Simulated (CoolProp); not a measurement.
Computed with CoolProp (reference Helmholtz-energy equation of state, Akasaka 2023).

Task: For R1336mzz(E), give the phase and the Joule-Thomson coefficient (K/MPa) at 136.85 °C and 0.103 MPa; 136.85 °C and 0.354 MPa.

Result: 
- 136.85 °C and 0.103 MPa: gas; Joule-Thomson coefficient 10.3
- 136.85 °C and 0.354 MPa: gas; Joule-Thomson coefficient 10.7
